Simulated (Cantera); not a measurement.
A freely propagating, adiabatic, planar premixed flame of H2 : O2 : N2 = 1 : 0.98 : 3.69 (molar parts), unburnt at 498 K and 135 Torr; mixture-averaged transport, grid criteria slope 0.08 and curve 0.16, no radiation.

Model: the H2/O2 subset of GRI-Mech 3.0, which has no nitrogen chemistry, integrated in Cantera. Burning velocities carry a grid error of a few per cent, more on coarse grids. Lean hydrogen flames are cellular in practice and burn faster than this planar one.

Q: Predict: laminar burning velocity; thermal thickness; peak x(HO2); peak x(H2O2); peak x(OH); peak x(O).

A: 
* **laminar burning velocity**: 237 cm/s
* **thermal thickness**: 3.67 mm
* **peak x(HO2)**: 0.000101
* **peak x(H2O2)**: 8.38e-6
* **peak x(OH)**: 0.00805
* **peak x(O)**: 0.0118
